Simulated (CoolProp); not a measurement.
Saturation properties of tetrahydrofuran (Tc = 540.2 K, pc = 53.04 bar, ω = 0.234).

Values from CoolProp's reference Helmholtz-energy equation of state, Fiedler 2023.

| T (K) | p (bar) | enthalpy of vaporisation (kJ/kg) | liquid cp (kJ/(kg K)) | vapour Z |
|---|---|---|---|---|
| 318 | 0.4850 | 431.7 | 1.799 | 0.9839 |
| 330.2 | 0.7530 | 422.9 | 1.848 | 0.9775 |
| 342.4 | 1.127 | 413.9 | 1.898 | 0.9695 |
| 354.6 | 1.634 | 404.5 | 1.950 | 0.9598 |
| 366.7 | 2.296 | 394.9 | 2.004 | 0.9484 |
| 378.9 | 3.155 | 384.8 | 2.059 | 0.9349 |
| 391.1 | 4.240 | 374.1 | 2.117 | 0.9193 |
| 403.2 | 5.574 | 363.0 | 2.177 | 0.9016 |
| 415.4 | 7.216 | 351.0 | 2.241 | 0.8814 |
| 427.6 | 9.195 | 338.2 | 2.309 | 0.8585 |
| 439.8 | 11.55 | 324.4 | 2.383 | 0.8328 |

It boils at 339.1 K under 1 atm.
